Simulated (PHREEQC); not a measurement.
A solution holds 0.0047 mol/kgw HCl, 0.21 mol/kgw CuSO4 and 0.0004 mol/kgw MgCl2, at 17 °C. Closed to the air; pH follows from the charge balance.

All values are PHREEQC results (ion-association model, phreeqc.dat), not measurements.

### Question
The ionic strength comes out as 0.407 mol/kgw. What activity coefficients do SO4-2, Cl-, Mg+2, CuCl+, Cu+2 get?

### Answer
SO4-2 0.23, Cl- 0.67, Mg+2 0.30, CuCl+ 0.67, Cu+2 0.27.

No solid was allowed to form.
